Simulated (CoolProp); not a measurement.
Vapour-liquid equilibrium of R124 (1) + R142b (2) at -38.25 °C; x and y are mole fractions of (1).

The numbers come from the multi-fluid Helmholtz-energy mixture model, de Vries 1995 and Lemmon 2006; pair parameters Bell 2016 in CoolProp.

```tsv
x	bubble pressure (MPa)	y at the bubble point	dew pressure at overall composition x (MPa)	liquid density (mol/L)
0.05	0.02624	0.052	0.02624	12.44
0.2	0.02643	0.208	0.02642	12.26
0.35	0.02665	0.363	0.02663	___
0.5	0.02694	0.520	0.02689	11.92
0.65	0.02735	0.676	0.02727	11.75
0.8	___	___	0.02783	___
0.95	0.02875	0.960	0.02868	11.41
```

### Question
What belongs in the gaps?

### Answer

- 0.35, liquid density (mol/L): 12.09
- 0.8, bubble pressure (MPa): 0.02795
- 0.8, y at the bubble point: 0.825
- 0.8, liquid density (mol/L): 11.58

No azeotrope shows between x = 0.05 and 0.95.

The pair parameters rest on a limited set of measurements; away from them the model extrapolates.
